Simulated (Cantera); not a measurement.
A closed system holds: 1 mol borazine, 0.19 mol O2, equilibrated at 1100 °C and 19.0 Pa.

These are equilibrium values from Cantera (NASA tables, ideal gas, pure condensed phases), not measurements of a reactor. The feed counts by its element totals alone. Mutual solubility and eutectic melting of coexisting phases are not modelled. The numbers say what is thermodynamically allowed, not how fast it happens.

```json
[
 {"species": "H2", "before": "0.936", "after": "0.516"},
 {"species": "N2", "before": "0.0406", "after": "0.292"},
 {"species": "H", "before": "0.000234", "after": "0.118"},
 {"species": "BO", "before": "7.09e-5", "after": "0.0534"},
 {"species": "HBO", "before": "0.00894", "after": "0.0168"},
 {"species": "B", "before": "<1e-9", "after": "0.00158"},
 {"species": "B2O", "before": "<1e-9", "after": "0.000889"},
 {"species": "BH2", "before": "9.16e-9", "after": "0.000319"},
 {"species": "BH", "before": "<1e-9", "after": "2.99e-5"},
 {"species": "BN", "before": "<1e-9", "after": "1.13e-5"},
 {"species": "B2O3", "before": "0.00659", "after": "6.95e-7"},
 {"species": "BN(s), mol", "before": "2.74", "after": "0"},
 {"species": "B2O3(l), mol", "before": "0.0807", "after": "0"},
 {"species": "B(s), mol", "before": "0", "after": "2.61"}
]
```
Gas species are given as mole fractions.

What was changed between the two runs?
A. pressure from 19.0 Pa to 700 Pa
B. temperature from 1100 °C to 1777 °C
C. pressure from 19.0 Pa to 2800 Pa
D. temperature from 1100 °C to 2127 °C

B, temperature from 1100 °C to 1777 °C. The tables' values for BH2 are old estimates; treat these amounts as uncertain
